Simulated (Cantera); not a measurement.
Input: 1 mol SiO2, 1.3 mol CO, 8.8 mol H2, held at 0.133 bar.

Method: chemical equilibrium by Gibbs-energy minimisation in Cantera with the NASA 1993 tables (ideal gas, pure condensed phases). Candidate condensed phases: C, C6H6, C7H8, C8H18, H2O, Si, SiC, SiO2; 123 gas species. The tables hold silica as quartz up to 1696 K and as liquid above; real silica turns to tridymite and cristobalite and melts near 1996 K. Rates play no part.

Question: Which condensed phases are stable at each of these points (T (K)): 1475, 1550, 1625, 1700, 1775, 1850, 1925, 2000, 2075, 2150, 2225?

Answer: 
```csv
T (K),condensed phases,Si condensed (%)
1475,SiO2(β-quartz),100.0
1550,SiO2(β-quartz),99.8
1625,SiO2(β-quartz),99.4
1700,SiO2(condensed),98.6
1775,SiO2(condensed),97.0
1850,SiO2(condensed),93.7
1925,SiO2(condensed),87.9
2000,SiO2(l),77.8
2075,SiO2(l),61.0
2150,SiO2(l),34.6
2225,gas only,0.0
```

From 1475 K to 1625 K the condensed part is SiO2(β-quartz). From 1700 K to 1925 K the condensed part is SiO2(condensed). From 2000 K to 2150 K the condensed part is SiO2(l). At 2225 K nothing is condensed.
